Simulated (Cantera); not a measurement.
Cantera run:

```python
import numpy as np
import cantera as ct

gas_names = """
    N NO NO2 NO3 N2 N2O O O2 O3 Pb PbO Pb2
""".split()
cond_names = """
    Pb(cr) Pb(L) PbO(rd) PbO(yw) PbO(L) PbO2(s) Pb3O4(s)
""".split()


# ... load() reads the species with a 1 bar reference pressure and builds the phases ...
atoms = {
    'PbO': {'Pb': 1, 'O': 1},
    'O2': {'O': 2},
    'N2': {'N': 2},
}
top_T = {'Pb3O4(s)': 820}  # K; cautious upper limits of use, not melting points


# ... equilibrate(T, P, feed) seeds the gas with the atoms and calls Mixture.equilibrate('TP', solver="vcs", rtol=1e-11, max_steps=5000) ...
results = []
feed = {'PbO': 1, 'O2': 0.25, 'N2': 12}  # mol
P = 100000  # Pa
for T in [475, 525, 575, 625, 675, 725, 775, 825, 875, 925]:
    mix = equilibrate(T, P, feed)
    results.append((T, P, feed, dict(zip(mix.species_names, mix.species_moles))))

top = {s: max(r[3][s] / sum(r[3][g] for g in gas_names) for r in results) for s in gas_names}
cols = sorted((s for s in top if top[s] > 1e-05), key=lambda s: -top[s])[:7]
seen = [c for c in cond_names if any(r[3].get(c, 0) > 1e-12 for r in results)]
print("log10 of partial pressures in bar; condensed amounts in mol")
print(f"{'T/K':>10s}" + "".join(f"{s[:9]:>10s}" for s in cols + seen))
for T, P, feed, n in results:
    ng = sum(n[g] for g in gas_names)
    print(f"{T:10.4g}" + "".join(f"{np.log10(max(n[s] / ng * P / 1e5, 1e-99)):10.3f}" for s in cols)
          + "".join(f"{n.get(c, 0):10.4g}" for c in seen))
```

Result:

```
log10 of partial pressures in bar; condensed amounts in mol
       T/K        N2        O2   PbO(rd)   PbO(yw)  Pb3O4(s)
       475    -0.003    -2.161         0         0    0.3333
       525    -0.003    -2.161         0         0    0.3333
       575    -0.008    -1.731    0.8614         0   0.04619
       625    -0.009    -1.690         1         0         0
       675    -0.009    -1.690         1         0         0
       725    -0.009    -1.690         1         0         0
       775    -0.009    -1.690         0         1         0
       825    -0.009    -1.690         0         1         0
       875    -0.009    -1.690         0         1         0
       925    -0.009    -1.690         0         1         0
```

Cantera equilibrium calculation (NASA polynomials, part measured and part estimated; ideal gas, pure solids and liquids).
